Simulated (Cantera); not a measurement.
A Cantera script and what it prints.

```python
import numpy as np
import cantera as ct

gas_names = [...]  # 113 gases of nasa_gas.yaml made of C, H, O, Ta
cond_names = """
    C(gr) C6H6(L) C7H8(L) C8H18(L),n-octa H2O(s) H2O(L) Ta(cr) Ta(L) TaC(s) TaC(L) Ta2O5(s) Ta2O5(L)
""".split()


# ... load() reads the species with a 1 bar reference pressure and builds the phases ...
atoms = {
    'Ta2O5': {'Ta': 2, 'O': 5},
    'C': {'C': 1},
    'H2': {'H': 2},
}
top_T = {'C(gr)': 4500}  # K; cautious upper limits of use, not melting points


# ... equilibrate(T, P, feed) seeds the gas with the atoms and calls Mixture.equilibrate('TP', solver="vcs", rtol=1e-11, max_steps=5000) ...
results = []
feed = {'Ta2O5': 1, 'C': 5.7, 'H2': 0.37}  # mol
P = 470  # Pa
for T in [1073, 1098, 1123, 1148, 1173, 1198, 1223, 1248, 1273, 1298]:
    mix = equilibrate(T, P, feed)
    results.append((T, P, feed, dict(zip(mix.species_names, mix.species_moles))))
    x = sorted(zip(gas.X, gas.species_names), reverse=True)
    print(f"T = {T:g} K  P = {P:g} Pa  gas = {mix.phase_moles(0):.4g} mol")
    print("   x: " + "  ".join(f"{s} {v:.3e}" for v, s in x if v > 0.001))
    print("   condensed (mol): " + ("  ".join(f"{mix.phase(i).name} {mix.phase_moles(i):.4g}"
          for i in range(1, mix.n_phases) if mix.phase_moles(i) > 1e-12) or "none"))
```

Result:

```
T = 1073 K  P = 470 Pa  gas = 1.004 mol
   x: CO 6.314e-01  H2 3.682e-01
   condensed (mol): C(gr) 4.812  TaC(s) 0.2539  Ta2O5(s) 0.873
T = 1098 K  P = 470 Pa  gas = 4.441 mol
   x: CO 9.163e-01  H2 8.328e-02
   condensed (mol): TaC(s) 1.629  Ta2O5(s) 0.1854
T = 1123 K  P = 470 Pa  gas = 4.441 mol
   x: CO 9.163e-01  H2 8.327e-02
   condensed (mol): TaC(s) 1.629  Ta2O5(s) 0.1854
T = 1148 K  P = 470 Pa  gas = 4.441 mol
   x: CO 9.163e-01  H2 8.327e-02
   condensed (mol): TaC(s) 1.629  Ta2O5(s) 0.1854
T = 1173 K  P = 470 Pa  gas = 4.441 mol
   x: CO 9.163e-01  H2 8.327e-02
   condensed (mol): TaC(s) 1.629  Ta2O5(s) 0.1854
T = 1198 K  P = 470 Pa  gas = 4.441 mol
   x: CO 9.163e-01  H2 8.327e-02
   condensed (mol): TaC(s) 1.629  Ta2O5(s) 0.1854
T = 1223 K  P = 470 Pa  gas = 4.441 mol
   x: CO 9.163e-01  H2 8.326e-02
   condensed (mol): TaC(s) 1.629  Ta2O5(s) 0.1854
T = 1248 K  P = 470 Pa  gas = 4.441 mol
   x: CO 9.163e-01  H2 8.326e-02
   condensed (mol): TaC(s) 1.629  Ta2O5(s) 0.1854
T = 1273 K  P = 470 Pa  gas = 4.441 mol
   x: CO 9.163e-01  H2 8.325e-02
   condensed (mol): TaC(s) 1.629  Ta2O5(s) 0.1854
T = 1298 K  P = 470 Pa  gas = 4.441 mol
   x: CO 9.163e-01  H2 8.325e-02
   condensed (mol): TaC(s) 1.629  Ta2O5(s) 0.1854
```

Method: chemical equilibrium by Gibbs-energy minimisation in Cantera with the NASA 1993 tables (ideal gas, pure condensed phases). Mutual solubility and eutectic melting of coexisting phases are not modelled. TaC: taken at fixed stoichiometry. Condensed phases not in the tables: Ta2C.
